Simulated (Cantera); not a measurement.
Charge: 1 mol LiCl, 11 mol H2O, 0.29 mol H2, 1.2 mol O2, at 800 °C.

Cantera equilibrium calculation (NASA polynomials, part measured and part estimated; ideal gas, pure solids and liquids). Candidate condensed phases: H2O, Li, LiCl, LiH, LiOH, Li2O; 25 gas species. Equilibrium is a limit: real reactors are often held back by kinetics, nucleation or transport.

### Question
Which condensed phases are stable at each of these points (P (Pa)): 0.100, 0.460, 2.20, 10, 46, 220, 1000, 4600, 22000, 100000?

### Answer
```json
[
 {"P (Pa)": "0.100", "condensed phases": "gas only", "Li condensed (%)": "0.0"},
 {"P (Pa)": "0.460", "condensed phases": "gas only", "Li condensed (%)": "0.0"},
 {"P (Pa)": "2.20", "condensed phases": "gas only", "Li condensed (%)": "0.0"},
 {"P (Pa)": "10", "condensed phases": "gas only", "Li condensed (%)": "0.0"},
 {"P (Pa)": "46", "condensed phases": "gas only", "Li condensed (%)": "0.0"},
 {"P (Pa)": "220", "condensed phases": "gas only", "Li condensed (%)": "0.0"},
 {"P (Pa)": "1000", "condensed phases": "gas only", "Li condensed (%)": "0.0"},
 {"P (Pa)": "4600", "condensed phases": "LiCl(l)", "Li condensed (%)": "11.9"},
 {"P (Pa)": "22000", "condensed phases": "LiCl(l)", "Li condensed (%)": "82.1"},
 {"P (Pa)": "100000", "condensed phases": "LiCl(l)", "Li condensed (%)": "96.0"}
]
```

From 0.100 Pa to 1000 Pa nothing is condensed. From 4600 Pa to 100000 Pa the condensed part is LiCl(l).
